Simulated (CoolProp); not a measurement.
n-dodecane along the isobar 485 kPa: density (kg/m³) from the reference equation and from simpler models built on Tc = 658.1 K, pc = 1818 kPa, ω = 0.574; each cubic takes its own stable root.

Values from CoolProp's reference Helmholtz-energy equation of state, Lemmon 2004. It is a short technical equation, of lower accuracy than the large ones.

```
T (K)   phase  reference  van der Waals  Redlich-Kwong  Soave-Redlich-Kwong  Peng-Robinson
-----  ------  ---------  -------------  -------------  -------------------  -------------
406.9  liquid      664.6          346.0              …                544.6          613.3
417.5  liquid      656.3          341.9          500.6                538.7          607.1
428.2  liquid          …          337.7          493.5                532.6          600.4
438.8  liquid      639.1          333.4          486.2                526.1          593.5
449.5  liquid      630.2          328.9          478.6                519.4          586.2
460.1  liquid      621.2              …          470.7                512.3          578.5
470.8  liquid      611.9              …          462.4                504.7          570.3
481.4  liquid      602.5          314.1          453.9                496.9          561.7
```

Q: Complete the blanks.

A: 
- 406.9, Redlich-Kwong: 507.5
- 428.2, reference: 647.7
- 460.1, van der Waals: 324.2
- 470.8, van der Waals: 319.3
